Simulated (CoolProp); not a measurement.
Vapour-liquid equilibrium of dimethyl ether (1) + n-butane (2) at 352.1 K; x and y are mole fractions of (1).

Model: multi-fluid Helmholtz-energy mixture model, Wu 2011 and Bücker 2006; pair parameters Bell 2016, in CoolProp.

| x | bubble pressure (bar) | y at the bubble point | dew pressure at overall composition x (bar) | liquid density (mol/L) |
|---|---|---|---|---|
| 0.05 | 10.78 | 0.109 | 10.28 | 8.743 |
| 0.15 | 12.43 | … | 11.14 | 8.965 |
| 0.25 | 13.94 | 0.407 | 12.12 | 9.204 |
| 0.35 | … | 0.510 | … | 9.464 |
| 0.45 | 16.57 | 0.597 | 14.50 | 9.750 |
| 0.55 | 17.72 | 0.675 | 15.88 | 10.07 |
| 0.65 | 18.79 | 0.747 | 17.35 | 10.43 |
| 0.75 | 19.76 | 0.817 | 18.83 | 10.83 |
| 0.85 | 20.66 | 0.888 | 20.19 | 11.29 |
| 0.95 | 21.46 | … | 21.35 | 11.82 |

**Question.** Complete the blanks.

**Answer.** 
- 0.15, y at the bubble point: 0.279
- 0.35, bubble pressure (bar): 15.31
- 0.35, dew pressure at overall composition x (bar): 13.24
- 0.95, y at the bubble point: 0.961

No azeotrope shows between x = 0.05 and 0.95.

The pair parameters rest on a limited set of measurements; away from them the model extrapolates.
